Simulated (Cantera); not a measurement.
## B2O3 + NH3 (boron, boron nitride and boron oxide)

Feed: 1 mol B2O3, 2.9 mol NH3, equilibrated at 0.0130 bar.

These are equilibrium values from Cantera (NASA tables, ideal gas, pure condensed phases), not measurements of a reactor. Candidate condensed phases: B, BN, B2O3, B3O3H3, H2O; 39 gas species. Mutual solubility and eutectic melting of coexisting phases are not modelled. Kinetics and transport are ignored.

```json
[
 {"T (°C)": "627", "x H2": "0.749", "x N2": "0.250", "x B2O3": "1.23e-12", "x HBO2": "7.37e-7", "x HBO": "5.21e-10", "x H": "8.87e-10", "x BO": "<1e-12", "n BN(s)": "0.00429", "n B2O3(l)": "0.998"},
 {"T (°C)": "727", "x H2": "0.749", "x N2": "0.250", "x B2O3": "2.58e-10", "x HBO2": "7.54e-6", "x HBO": "2.65e-8", "x H": "1.72e-8", "x BO": "<1e-12", "n BN(s)": "0.00417", "n B2O3(l)": "0.998"},
 {"T (°C)": "827", "x H2": "0.749", "x N2": "0.250", "x B2O3": "1.97e-8", "x HBO2": "4.92e-5", "x HBO": "6.49e-7", "x H": "1.96e-7", "x BO": "9.27e-12", "n BN(s)": "0.00409", "n B2O3(l)": "0.998"},
 {"T (°C)": "927", "x H2": "0.749", "x N2": "0.250", "x B2O3": "7.08e-7", "x HBO2": "0.000229", "x HBO": "9.19e-6", "x H": "1.50e-6", "x BO": "8.04e-10", "n BN(s)": "0.00425", "n B2O3(l)": "0.997"},
 {"T (°C)": "1027", "x H2": "0.749", "x N2": "0.250", "x B2O3": "1.43e-5", "x HBO2": "0.000829", "x HBO": "8.55e-5", "x H": "8.39e-6", "x BO": "3.46e-8", "n BN(s)": "0.00509", "n B2O3(l)": "0.995"},
 {"T (°C)": "1127", "x H2": "0.747", "x N2": "0.249", "x B2O3": "0.000185", "x HBO2": "0.00246", "x HBO": "0.000573", "x H": "3.69e-5", "x BO": "8.60e-7", "n BN(s)": "0.00711", "n B2O3(l)": "0.987"},
 {"T (°C)": "1227", "x H2": "0.740", "x N2": "0.248", "x B2O3": "0.00167", "x HBO2": "0.00621", "x HBO": "0.00295", "x H": "0.000133", "x BO": "1.38e-5", "n BN(s)": "0.00928", "n B2O3(l)": "0.958"},
 {"T (°C)": "1327", "x H2": "0.717", "x N2": "0.244", "x B2O3": "0.0113", "x HBO2": "0.0136", "x HBO": "0.0121", "x H": "0.000404", "x BO": "0.000155", "n BN(s)": "0.00102", "n B2O3(l)": "0.848"},
 {"T (°C)": "1427", "x H2": "0.640", "x N2": "0.225", "x B2O3": "0.0602", "x HBO2": "0.0374", "x HBO": "0.0280", "x H": "0.00103", "x BO": "0.000904", "n BN(s)": "0", "n B2O3(l)": "0.362"},
 {"T (°C)": "1527", "x H2": "0.590", "x N2": "0.213", "x B2O3": "0.0924", "x HBO2": "0.0521", "x HBO": "0.0365", "x H": "0.00241", "x BO": "0.00266", "n BN(s)": "0", "n B2O3(l)": "0"},
 {"T (°C)": "1627", "x H2": "0.583", "x N2": "0.212", "x B2O3": "0.0871", "x HBO2": "0.0559", "x HBO": "0.0395", "x H": "0.00531", "x BO": "0.00577", "n BN(s)": "0", "n B2O3(l)": "0"},
 {"T (°C)": "1727", "x H2": "0.572", "x N2": "0.211", "x B2O3": "0.0811", "x HBO2": "0.0596", "x HBO": "0.0414", "x H": "0.0108", "x BO": "0.0113", "n BN(s)": "0", "n B2O3(l)": "0"},
 {"T (°C)": "1827", "x H2": "0.557", "x N2": "0.209", "x B2O3": "0.0741", "x HBO2": "0.0631", "x HBO": "0.0417", "x H": "0.0204", "x BO": "0.0202", "n BN(s)": "0", "n B2O3(l)": "0"},
 {"T (°C)": "1927", "x H2": "0.537", "x N2": "0.206", "x B2O3": "0.0658", "x HBO2": "0.0660", "x HBO": "0.0401", "x H": "0.0362", "x BO": "0.0328", "n BN(s)": "0", "n B2O3(l)": "0"}
]
```
x: gas mole fraction; n: condensed amount in mol.

From 627 °C to 1327 °C the condensed part is BN(s) + B2O3(l). At 1427 °C the condensed part is B2O3(l). From 1527 °C to 1927 °C nothing is condensed. The main B-bearing gas is HBO2 at 627 °C and B2O3 at 1927 °C.
